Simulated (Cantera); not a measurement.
Charge: 1 mol CO2, 0.82 mol H2O, 4.2 mol H2, held at 1227 °C and 3.30 mbar.

Cantera equilibrium calculation (NASA polynomials, part measured and part estimated; ideal gas, pure solids and liquids). Candidate condensed phases: C, C6H6, C7H8, C8H18, H2O; 110 gas species. Rates play no part.

Base state: H2 0.558, H2O 0.276, CO 0.139, CO2 0.0266, H 0.000229 (mole fractions); condensed: gas only.

**Question.** What changes in the equilibrium state with this change: H2O from 0.82 to 4.8 mol?

**Answer.** 
```json
[
 {"species": "H2O", "before": "0.276", "after": "0.543"},
 {"species": "H2", "before": "0.558", "after": "0.357"},
 {"species": "CO", "before": "0.139", "after": "0.0630"},
 {"species": "CO2", "before": "0.0266", "after": "0.0370"},
 {"species": "H", "before": "0.000229", "after": "0.000183"}
]
```
